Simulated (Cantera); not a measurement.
**Hydrocarbon pyrolysis for carbon deposition**

An isothermal, constant-pressure homogeneous reactor starts with 2.04 % C₃H₈, 98.0 % H₂, at 1175 K and 398 Torr.

Model: GRI-Mech 3.0 (53 species, 325 reactions), integrated in Cantera. GRI-Mech 3.0 was tuned for natural gas; its chemistry of propane as a main component is partial and can be far from experiment. GRI-Mech 3.0 stops at C3 and has no aromatics, soot or wall deposition, so with more carbon than oxygen in the feed, carbon stays in small species such as C2H2 where larger ones or solid carbon would form.

```
t (s)       x C₃H₈   x H₂     x CH₂    x CH₃    x C₂H₄     x CH₄
--------  --------  -----  --------  -------  --------  --------
1.00e-5     0.0204  0.980    <1e-12  4.97e-7   4.96e-7   3.99e-7
2.82e-5     0.0204  0.980    <1e-12  1.72e-6   4.59e-6   3.75e-6
7.95e-5     0.0204  0.980  6.23e-12  5.40e-6   3.80e-5   3.47e-5
0.000224    0.0201  0.979  4.89e-11  1.44e-5  0.000292  0.000282
0.000631    0.0186  0.978  1.57e-10  2.51e-5   0.00176   0.00174
0.00178     0.0139  0.973  1.42e-10  2.20e-5   0.00623   0.00629
0.00502    0.00632  0.966  6.07e-11  1.16e-5    0.0133    0.0139
0.0141     0.00121  0.961  9.97e-12  3.42e-6    0.0174    0.0195
0.0399    0.000105  0.959  2.13e-12  1.38e-6    0.0175    0.0211
0.112      1.64e-6  0.959  1.70e-12  1.23e-6    0.0167    0.0221
0.317      8.70e-7  0.958  1.70e-12  1.29e-6    0.0152    0.0244
0.893      7.86e-7  0.955  1.63e-12  1.38e-6    0.0127    0.0294
2.52       6.08e-7  0.951  1.39e-12  1.45e-6   0.00924    0.0380
7.10       3.20e-7  0.946    <1e-12  1.31e-6   0.00521    0.0481
20.0       9.74e-8  0.941    <1e-12  9.34e-7   0.00210    0.0560
```
x: mole fraction; the columns are a selection and need not sum to one.

Equilibrium at this temperature and pressure: C₃H₈ 3.53e-10, H₂ 0.939, CH₂ <1e-12, CH₃ 2.02e-7, C₂H₄ 2.56e-5, CH₄ 0.0612 (gas phase only).
